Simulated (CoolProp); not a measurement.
50 sccm (0 °C, 1 atm) of nitrogen bubbles through liquid ethanol at 295.7 K and leaves saturated at a total pressure of 0.15 MPa (ideal gas phase). Each further row changes one setting.

The numbers come from the reference Helmholtz-energy equation of state, Schroeder 2014 in CoolProp.

```csv
case,vapour pressure (kPa),mole fraction of vapour,delivery (mg/min),delivery (sccm),change of delivery for a bath 1 K warmer (%)
as stated,6.84,0.0456,4.91,2.39,?
bath temperature 300.7 K,9.12,0.0608,?,3.24,6.2
total pressure 0.3 MPa,6.84,0.0228,?,1.17,6.2
```

**Question.** Complete the blanks.

**Answer.** 
- as stated, change of delivery for a bath 1 K warmer (%): 6.3
- bath temperature 300.7 K, delivery (mg/min): 6.66
- total pressure 0.3 MPa, delivery (mg/min): 2.40
